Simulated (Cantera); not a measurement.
Feed: 1 mol TEOS, 2.9 mol O₃, 0.28 mol CO₂, held at 0.000580 bar.

Cantera equilibrium calculation (NASA polynomials, part measured and part estimated; ideal gas, pure solids and liquids). Candidate condensed phases: C, C₆H₆, C₇H₈, C₈H₁₈, H₂O, Si, SiC, SiO₂; 123 gas species. The feed counts by its element totals alone. The tables hold silica as quartz up to 1696 K and as liquid above; real silica turns to tridymite and cristobalite and melts near 1996 K. Rates play no part. All values below are at 1323 K.

Base state: H₂ 0.438, CO 0.399, H₂O 0.109, CO₂ 0.0537, H 4.36e-5 (mole fractions); condensed: SiO₂(β-quartz).

Question: What changes in the equilibrium state with this change: O₃ from 2.9 to 0.15 mol?

Answer: 
| species | before | after |
|---|---|---|
| H₂ | 0.438 | 0.666 |
| CO | 0.399 | 0.333 |
| SiO | 3.49e-8 | 0.000281 |
| H₂O | 0.109 | 9.45e-7 |
| CO₂ | 0.0537 | 2.55e-7 |
| H | 4.36e-5 | 5.37e-5 |
| SiO₂(β-quartz), mol | 1.000 | 0 |
| C(graphite), mol | 0 | 2.28 |
| SiC(s), mol | 0 | 0.996 |
